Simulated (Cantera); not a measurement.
# Thermodynamics of silicon nitride deposition, feed SiH2Cl2 + NH3 + H2

A closed system holds: 1 mol SiH2Cl2, 29 mol NH3, 0.17 mol H2.

These are equilibrium values from Cantera (NASA tables, ideal gas, pure condensed phases), not measurements of a reactor. Candidate condensed phases: NH4Cl, Si, Si3N4; 28 gas species. The tables' values for SiCl3 are old estimates. Kinetics and transport are ignored.

Stable condensed phases:

```
T in °C \ P in Pa
              5     21     85    350   1400   5900  24000 100000
   1577       A      A      B      B      B      B      C      C
   1477       A      B      B      B      B      C      C      C
   1377       B      B      B      C      C      C      C      C
   1277       B      B      C      C      C      C      C      C
   1177       B      C      C      C      C      C      C      C
   1077       C      C      C      C      C      C      C      C
    977       C      C      C      C      C      C      C      C
    877       C      C      C      C      C      C      C      C
    777       C      C      C      C      C      C      C      C
    677       C      C      C      C      C      C      C      C
    577       C      C      C      C      C      C      C      C
    477       C      C      C      C      C      C      C      C
```

A: gas only; B: Si; C: Si3N4.
